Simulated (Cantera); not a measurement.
A closed system holds: 1 mol C2F6, 0.046 mol HCl, 1.3 mol H2, held at 4.90 mbar.

Cantera equilibrium calculation (NASA polynomials, part measured and part estimated; ideal gas, pure solids and liquids). Candidate condensed phases: C, C6H6, C7H8, C8H18; 118 gas species. The feed counts by its element totals alone. Gases not in the tables: C2F6 and larger saturated fluorocarbons. Equilibrium is a limit: real reactors are often held back by kinetics, nucleation or transport.

x: gas mole fraction; n: condensed amount in mol.

```csv
T (K),x HF,x CF4,x CF2,x F,x Cl,n C(graphite)
1675,0.747,0.235,0.00306,0.00105,0.0120,1.16
1725,0.746,0.233,(withheld),(withheld),0.0122,1.15
1775,0.744,0.230,0.00929,0.00377,0.0124,1.15
1825,0.740,0.224,0.0154,0.00675,0.0125,1.14
1875,0.733,0.216,0.0245,0.0117,0.0125,1.13
1925,0.724,0.204,0.0377,0.0195,0.0124,1.11
1975,0.710,(withheld),(withheld),(withheld),0.0122,1.08
2025,0.691,0.165,0.0793,0.0492,0.0119,1.05
2075,0.667,0.136,0.107,0.0738,0.0115,1.02
```

Task: Some entries are withheld; supply them.

Result: 
- 1725, x CF2: 0.00543
- 1725, x F: 0.00203
- 1975, x CF4: 0.187
- 1975, x CF2: 0.0559
- 1975, x F: 0.0315
